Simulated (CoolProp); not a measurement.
CF4 (R14) at 298.15 K and 0.389 MPa flows at 0.59 m/s in a round tube of 12.7 mm bore and 1.5 µm roughness, fully developed (64/Re and Nu = 3.66 if laminar; Colebrook and Gnielinski if turbulent). Each further row changes one setting.

Model: reference Helmholtz-energy equation of state, Platzer 1990, in CoolProp. This equation is an older, rougher fit.

```
case               Reynolds number  Darcy friction factor  pressure drop (Pa/m)  heat-transfer coefficient (W/(m² K))  mass flow (kg/h)
-----------------  ---------------  ---------------------  --------------------  ------------------------------------  ----------------
as stated                     6040                 0.0356                  6.83                                  25.2              3.77
velocity 1.18 m/s            12100                 0.0296                  22.7                                  45.3              7.54
diameter 25.4 mm             12100                 0.0295                  2.83                                  22.6              15.1
```

Viscosity comes from a separate model (Huber 2003), an estimate that may be off by 10 % or more. Thermal conductivity comes from a separate model (Huber 2003), an estimate that may be off by 10 % or more.
